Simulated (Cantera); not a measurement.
# Thermodynamics of chemical vapour transport, feed Al + H2O

Input: 1 mol Al, 0.24 mol H2O, equilibrated at 0.100 bar.

These are equilibrium values from Cantera (NASA tables, ideal gas, pure condensed phases), not measurements of a reactor. Candidate condensed phases: Al, Al2O3, H2O; 19 gas species. Mutual solubility and eutectic melting of coexisting phases are not modelled. Rates play no part.

| T (K) | x H2 | x H | x AlH | x Al | x Al2O | n Al(s) | n Al2O3(s) | n Al(l) |
|---|---|---|---|---|---|---|---|---|
| 773 | 1.00 | 2.87e-12 | <1e-12 | <1e-12 | <1e-12 | 0.840 | 0.0800 | 0 |
| 823 | 1.00 | 2.32e-11 | 5.68e-12 | <1e-12 | <1e-12 | 0.840 | 0.0800 | 0 |
| 873 | 1.00 | 1.48e-10 | 4.74e-11 | 1.89e-12 | <1e-12 | 0.840 | 0.0800 | 0 |
| 923 | 1.00 | 7.74e-10 | 3.13e-10 | 2.14e-11 | <1e-12 | 0.840 | 0.0800 | 0 |
| 973 | 1.00 | 3.42e-9 | 1.60e-9 | 1.78e-10 | 5.79e-12 | 0 | 0.0800 | 0.840 |
| 1023 | 1.00 | 1.31e-8 | 6.86e-9 | 1.18e-9 | 6.00e-11 | 0 | 0.0800 | 0.840 |
| 1073 | 1.00 | 4.43e-8 | 2.56e-8 | 6.56e-9 | 4.96e-10 | 0 | 0.0800 | 0.840 |
| 1123 | 1.00 | 1.35e-7 | 8.45e-8 | 3.12e-8 | 3.38e-9 | 0 | 0.0800 | 0.840 |
x: gas mole fraction; n: condensed amount in mol.

From 773 K to 923 K the condensed part is Al(s) + Al2O3(s). From 973 K to 1123 K the condensed part is Al(l) + Al2O3(s).
